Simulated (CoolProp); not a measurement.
Ethylbenzene along the isobar 15.9 MPa: density (kg/m³) from the reference equation and from simpler models built on Tc = 617.1 K, pc = 3.622 MPa, ω = 0.304; each cubic takes its own stable root.

Values from CoolProp's reference Helmholtz-energy equation of state, Zhou 2012.

| T (K) | phase | reference | Redlich-Kwong | Soave-Redlich-Kwong |
|---|---|---|---|---|
| 314.6 | liquid | 860.3 | 743.8 | 758.8 |
| 333.7 | liquid | 844.8 | 732.4 | 748.5 |
| 352.8 | liquid | 829.2 | … | 737.6 |
| 371.9 | liquid | 813.5 | 708.3 | 726.2 |
| 391 | liquid | 797.7 | 695.7 | 714.2 |
| 410.2 | liquid | 781.6 | 682.6 | … |
| 429.3 | liquid | 765.4 | 669.2 | 688.1 |
| 448.4 | liquid | 748.8 | 655.3 | 674.1 |
| 467.5 | liquid | 732.0 | 641.1 | 659.4 |
| 486.7 | liquid | 714.7 | 626.4 | 643.8 |
| 505.8 | liquid | 697.0 | … | 627.6 |
| 524.9 | liquid | 678.9 | 596.0 | 610.5 |
| 544 | liquid | 660.2 | 580.2 | 592.6 |
| 563.2 | liquid | 640.9 | 563.9 | … |
| 582.3 | liquid | 620.9 | 547.4 | 554.2 |

Task: Complete the blanks.

Result: 
- 352.8, Redlich-Kwong: 720.6
- 410.2, Soave-Redlich-Kwong: 701.5
- 505.8, Redlich-Kwong: 611.4
- 563.2, Soave-Redlich-Kwong: 573.8
